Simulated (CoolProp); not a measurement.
Vapour-liquid equilibrium of CH2F2 (R32) (1) + R1234ze(E) (2) at 312.6 K; x and y are mole fractions of (1).

The numbers come from the multi-fluid Helmholtz-energy mixture model, Tillner-Roth 1997 and Thol 2016; pair parameters Bell 2023 in CoolProp.

| x | bubble pressure (bar) | y at the bubble point | dew pressure at overall composition x (bar) | liquid density (mol/L) |
|---|---|---|---|---|
| 0.05 | 8.437 | 0.130 | 7.870 | 9.975 |
| 0.2 | 11.09 | 0.406 | 8.994 | 10.67 |
| 0.35 | 13.66 | ___ | 10.44 | 11.47 |
| 0.5 | ___ | 0.704 | 12.37 | 12.41 |
| 0.65 | 18.51 | ___ | 14.97 | 13.53 |
| 0.8 | 20.96 | 0.890 | ___ | 14.89 |
| 0.95 | 23.55 | 0.973 | 22.80 | 16.57 |

Question: What belongs in the gaps?

Answer: 
- 0.35, y at the bubble point: 0.580
- 0.5, bubble pressure (bar): 16.11
- 0.65, y at the bubble point: 0.803
- 0.8, dew pressure at overall composition x (bar): 18.45

No azeotrope shows between x = 0.05 and 0.95.

Pair parameters are fitted to limited data, so mixtures are less certain than the pure fluids. The gap from Raoult's law changes sign with composition, which may be real or a fault of the pair parameters; it wasn't checked against measurements.
